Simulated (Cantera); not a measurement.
A perfectly stirred reactor is fed with CH₄ : H₂ : O₂ : N₂ = 1 : 0.39 : 2.31 : 8.69 (molar parts), equivalence ratio 0.95, at 1900000 Pa; it is adiabatic with a 650 K inlet, and is followed from long to short residence time, starting on the burning branch (τ in s: 0.22, 0.082, 0.031, 0.011, 0.0042, 0.0016, 0.00057, 0.00021, 7.9e-05, 2.9e-05, 1.1e-05).

Detailed kinetics in Cantera: GRI-Mech 3.0 (53 species, 325 reactions). The pressure lies above the range GRI-Mech 3.0 was tuned for (to about 10 atm).

**Question.** Predict: blow-out, bracketed by the residence times tried; x(CH₄) at τ = 0.220 s; x(H₂) at τ = 0.220 s; x(O₂) at τ = 0.220 s; x(CH₂O) at τ = 0.220 s; x(HO₂) at τ = 0.220 s; x(CH₄) at τ = 1.60 ms; x(H₂) at τ = 1.60 ms; x(O₂) at τ = 1.60 ms; x(CH₂O) at τ = 1.60 ms; x(HO₂) at τ = 1.60 ms.

**Answer.** 
```
Quantity                                                                           Value
------------------------------------------------  --------------------------------------
blow-out, bracketed by the residence times tried  burning at 11.0 µs, the shortest tried
x(CH₄) at τ = 0.220 s                                                            8.18e-8
x(H₂) at τ = 0.220 s                                                             0.00215
x(O₂) at τ = 0.220 s                                                             0.00986
x(CH₂O) at τ = 0.220 s                                                           1.49e-8
x(HO₂) at τ = 0.220 s                                                            3.73e-6
x(CH₄) at τ = 1.60 ms                                                            9.88e-6
x(H₂) at τ = 1.60 ms                                                             0.00241
x(O₂) at τ = 1.60 ms                                                              0.0117
x(CH₂O) at τ = 1.60 ms                                                           1.85e-6
x(HO₂) at τ = 1.60 ms                                                            4.68e-6
```
